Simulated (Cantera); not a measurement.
A freely propagating, adiabatic, planar premixed flame of 24.7 % H2, 15.8 % O2, 59.5 % N2, equivalence ratio 0.78, unburnt at 325 K and 82.5 Torr; unity-Lewis-number transport, grid criteria slope 0.08 and curve 0.16, no radiation.

Computed with Cantera and the H2/O2 subset of GRI-Mech 3.0, which has no nitrogen chemistry. Unity Lewis numbers drop preferential diffusion, which matters most where H2 and H carry the flame. Burning velocities carry a grid error of a few per cent, more on coarse grids.

x: mole fraction of selected species; z is measured from the peak of heat release.

| z (mm) | T (K) | u (m/s) | x H2 | x O2 | x HO2 | x O | x OH | x H2O |
|---|---|---|---|---|---|---|---|---|
| -14.3 | 325 | 1.16 | 0.247 | 0.158 | <1e-8 | <1e-8 | <1e-8 | 1.22e-8 |
| -9.52 | 325 | 1.16 | 0.247 | 0.158 | <1e-8 | <1e-8 | <1e-8 | (withheld) |
| -7.14 | 325 | 1.16 | 0.247 | 0.158 | 3.78e-8 | <1e-8 | <1e-8 | 3.58e-6 |
| -4.76 | 325 | 1.16 | 0.247 | 0.158 | 6.02e-7 | 1.53e-8 | <1e-8 | 5.70e-5 |
| -2.38 | 358 | 1.28 | 0.243 | 0.156 | 4.24e-5 | 2.29e-6 | 6.02e-6 | 0.00405 |
| -1.19 | 611 | 2.14 | 0.211 | 0.141 | 5.11e-5 | 0.000191 | 0.000346 | 0.0386 |
| 0 | 1040 | 3.55 | 0.102 | 0.0942 | 1.53e-5 | 0.00519 | 0.00212 | 0.135 |
| 1.19 | 1292 | 4.34 | 0.0331 | 0.0601 | 7.46e-6 | 0.0131 | 0.00624 | 0.197 |
| 2.38 | 1415 | 4.71 | 0.0269 | 0.0541 | 5.65e-6 | 0.0141 | 0.00839 | 0.209 |
| 4.76 | (withheld) | 5.12 | 0.0257 | 0.0507 | (withheld) | (withheld) | (withheld) | 0.218 |
| 9.52 | 1700 | 5.53 | 0.0231 | 0.0474 | 3.23e-6 | 0.0106 | 0.0125 | 0.229 |
| 19.0 | 1838 | 5.91 | 0.0189 | 0.0444 | 2.33e-6 | 0.00787 | 0.0133 | 0.241 |
| 38.1 | 1957 | 6.24 | 0.0136 | 0.0419 | 1.64e-6 | 0.00518 | 0.0128 | 0.253 |

Fill in the missing entries.


- -9.52, x H2O: 5.78e-7
- 4.76, T (K): 1556
- 4.76, x HO2: 4.31e-6
- 4.76, x O: 0.0129
- 4.76, x OH: 0.0107
